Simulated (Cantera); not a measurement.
A diamond (100) surface in a fixed gas of H2 with x(CH4) = 0.0059, x(H) = 0.00038, at 1250 K, 0.178 atm; coverages are run to steady state.

Detailed kinetics in Cantera: the Harris–Goodwin 1993 mechanism for the reconstructed diamond (100) surface.

One state of this run: growth (µm/h) = 0.487; θ c6HH = 0.493; θ c6H* = 0.0387; θ c6*H = 0.451; θ c6** = 0.0159; θ c6HM = 0.000587. θ: site fractions in the mechanism's names (c6HH fully hydrogenated, c6H* and c6*H radical sites, c6** diradical, c6HM methylated).

Problem. Which value of x(CH3) does it belong to?
A. 1e-06
B. 0.00015
C. 3.6e-05
D. 0.00031

Solution. C, 3.6e-05
